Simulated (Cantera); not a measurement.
A Cantera script and its output.

```python
import numpy as np
import cantera as ct

gas = ct.Solution("gri30.yaml")


def delay(T, t_max=10):
    gas.TPX = T, 3400000, {'CH3OH': 1, 'O2': 1.36, 'N2': 5.13}
    reactor = ct.IdealGasReactor(gas, clone=False)
    net = ct.ReactorNet([reactor])
    net.rtol, net.atol = 1e-8, 1e-16
    while net.time < t_max:
        t_old, T_old = net.time, reactor.T
        net.step()
        if reactor.T > T + 400:  # ignition: a rise of 400 K
            return t_old + (T + 400 - T_old) / (reactor.T - T_old) * (net.time - t_old)
    return np.nan


taus = []
for T in [1100, 1200, 1300, 1400, 1500, 1600, 1700, 1800, 1900, 2000]:
    taus.append(delay(T))
    print(f"T0 = {T:6g} K   tau = {taus[-1]:.4e} s")
```

Output:

```
T0 =   1100 K   tau = 4.0213e-03 s
T0 =   1200 K   tau = 6.2364e-04 s
T0 =   1300 K   tau = 1.2993e-04 s
T0 =   1400 K   tau = 3.4577e-05 s
T0 =   1500 K   tau = 1.1327e-05 s
T0 =   1600 K   tau = 4.4113e-06 s
T0 =   1700 K   tau = 1.9688e-06 s
T0 =   1800 K   tau = 9.7445e-07 s
T0 =   1900 K   tau = 5.2346e-07 s
T0 =   2000 K   tau = 3.0185e-07 s
```

Computed with Cantera and GRI-Mech 3.0 (53 species, 325 reactions). GRI-Mech 3.0 was tuned for natural gas; its chemistry of methanol as a main component is partial and can be far from experiment. The pressure lies above the range GRI-Mech 3.0 was tuned for (to about 10 atm).
